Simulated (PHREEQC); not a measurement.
Consider water at 25 °C with 1 mmol/kgw CuSO4, 0.048 mmol/kgw HBF4 and 2.4 mmol/kgw KCl. Closed to the air; pH follows from the charge balance.

Equilibrium calculation in PHREEQC: ion-association model, phreeqc.dat.

```json
[
 {"quantity": "pH", "before": "3.85", "after": "3.85"},
 {"quantity": "ionic strength (mol/kgw)", "before": "0.00616", "after": "0.00375"},
 {"quantity": "Cu+2 (mol/kgw)", "before": "0.000907", "after": "0.000900"},
 {"quantity": "SO4-2 (mol/kgw)", "before": "0.000893", "after": "0.000892"},
 {"quantity": "CuSO4 (mol/kgw)", "before": "8.65e-5", "after": "9.76e-5"},
 {"quantity": "HSO4- (mol/kgw)", "before": "9.57e-6", "after": "1.01e-5"}
]
```

### Question
What was changed between the two runs?
A. CuSO4 from 0.001 to 0.0005 mol/kgw
B. KCl left out
C. CuSO4 from 0.001 to 0.0015 mol/kgw
D. KCl from 0.0024 to 0.012 mol/kgw
E. KCl replaced by NaCl at the same molality

### Answer
B, KCl left out

No solid was allowed to form. Real BF4- forms and hydrolyses slowly; the run takes it at equilibrium.
